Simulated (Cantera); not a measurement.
A Cantera script and what it prints.

```python
import numpy as np
import cantera as ct

gas_names = """
    N NO NO2 NO3 N2 N2O O O2 O3 S SN SO SO2 SO3 S2 S2O S8
""".split()
cond_names = """
    S(cr1) S(cr2) S(L)
""".split()


# ... load() reads the species with a 1 bar reference pressure and builds the phases ...
atoms = {
    'SO2': {'S': 1, 'O': 2},
    'N2': {'N': 2},
}
top_T = {}  # K; cautious upper limits of use, not melting points


# ... equilibrate(T, P, feed) seeds the gas with the atoms and calls Mixture.equilibrate('TP', solver="vcs", rtol=1e-11, max_steps=5000) ...
results = []
feed = {'SO2': 1, 'N2': 27}  # mol
T = 1225  # K
P = 133.322  # Pa
mix = equilibrate(T, P, feed)
results.append((T, P, feed, dict(zip(mix.species_names, mix.species_moles))))
x = sorted(zip(gas.X, gas.species_names), reverse=True)
print(f"T = {T:g} K  P = {P:g} Pa  gas = {mix.phase_moles(0):.4g} mol")
print("   x: " + "  ".join(f"{s} {v:.3e}" for v, s in x if v > 1e-06))
print("   condensed (mol): " + ("  ".join(f"{mix.phase(i).name} {mix.phase_moles(i):.4g}"
      for i in range(1, mix.n_phases) if mix.phase_moles(i) > 1e-12) or "none"))
```

Output:

```
T = 1225 K  P = 133.322 Pa  gas = 28 mol
   x: N2 9.643e-01  SO2 3.571e-02  SO 1.901e-06
   condensed (mol): none
```

Method: chemical equilibrium by Gibbs-energy minimisation in Cantera with the NASA 1993 tables (ideal gas, pure condensed phases).
